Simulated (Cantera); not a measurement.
Input: 1 mol HgO, 0.3 mol H2, equilibrated at 300 °C and 1.33 mbar.

Method: chemical equilibrium by Gibbs-energy minimisation in Cantera with the NASA 1993 tables (ideal gas, pure condensed phases). Candidate condensed phases: H2O, Hg, HgO; 10 gas species. The numbers say what is thermodynamically allowed, not how fast it happens.

Question: What is the equilibrium state?

Answer: 
```
Quantity                              Value
--------------------------------  ---------
x(Hg)                                 0.606
x(O2)                                 0.212
x(H2O)                                0.182
gas amount                        1.650 mol
log10 activity of Hg(l) (absent)      -2.60
```
